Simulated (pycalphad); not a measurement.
CALPHAD calculation (pycalphad, COST 507 light-alloy database (1999)), 1 atm. The database dates from 1999; later assessments differ in places, in temperatures and in the compounds included. Amounts are mole fractions of atoms. Kinetics are ignored, which matters at the lower temperatures.

Question: Give the equilibrium state of Ti-1.4C (at.%) at 1017 °C.

Answer: bcc, fraction 0.976, with 0.59 C at.%; fcc, fraction 0.024, with 34.2 C at.%.

Question: Give the equilibrium state of Ti-1.4C (at.%) at 577 °C.

Answer: hcp, fraction 0.971, with 0.38 C at.%; fcc, fraction 0.029, with 35.8 C at.%.

The fcc model also describes the rock-salt carbide or nitride (TiC, TiN, HfC).
